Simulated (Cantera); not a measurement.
An isothermal, constant-pressure homogeneous reactor starts with 2.22 % H2, 97.8 % O2, at 975 K and 20.0 Torr.

Detailed kinetics in Cantera: GRI-Mech 3.0 (53 species, 325 reactions). Radical loss at walls, strong at low pressure, is not modelled.

x: mole fraction; the columns are a selection and need not sum to one.

```csv
t (s),x H2,x O2,x H,x HO2,x H2O2,x O,x H2O
3.00e-6,0.0222,0.978,<1e-12,<1e-12,<1e-12,<1e-12,<1e-12
8.77e-6,0.0222,0.978,1.73e-12,1.83e-12,<1e-12,<1e-12,<1e-12
2.56e-5,0.0222,0.978,4.60e-12,5.38e-12,<1e-12,<1e-12,<1e-12
7.50e-5,0.0222,0.978,1.10e-11,1.58e-11,<1e-12,5.61e-12,1.17e-12
0.000219,0.0222,0.978,2.69e-11,4.71e-11,<1e-12,3.66e-11,1.91e-11
0.000641,0.0222,0.978,1.24e-10,1.47e-10,<1e-12,3.12e-10,3.16e-10
0.00187,0.0222,0.978,5.49e-9,1.18e-9,<1e-12,1.61e-8,2.20e-8
0.00548,0.0208,0.977,0.000273,8.15e-6,(withheld),0.000698,0.00105
0.0160,0.000227,0.974,0.000436,6.63e-6,(withheld),0.00325,0.0217
0.0468,2.34e-5,0.977,2.19e-5,2.47e-6,(withheld),0.000541,0.0223
0.137,3.05e-6,0.977,1.11e-6,7.62e-7,(withheld),7.47e-5,0.0224
0.400,3.75e-7,0.978,5.97e-8,1.83e-7,(withheld),1.05e-5,0.0224
1.17,4.66e-8,0.978,4.28e-9,4.09e-8,(withheld),1.81e-6,0.0224
3.42,7.18e-9,0.978,4.35e-10,1.00e-8,(withheld),3.93e-7,0.0224
10.0,1.55e-9,0.978,5.74e-11,2.77e-9,(withheld),1.02e-7,0.0224
```

Task: Fill in the missing entries.

Result: 
- 0.00548, x H2O2: 3.24e-8
- 0.0160, x H2O2: 1.28e-7
- 0.0468, x H2O2: 7.27e-8
- 0.137, x H2O2: 4.79e-8
- 0.400, x H2O2: 2.40e-8
- 1.17, x H2O2: 9.45e-9
- 3.42, x H2O2: 3.31e-9
- 10.0, x H2O2: 1.13e-9
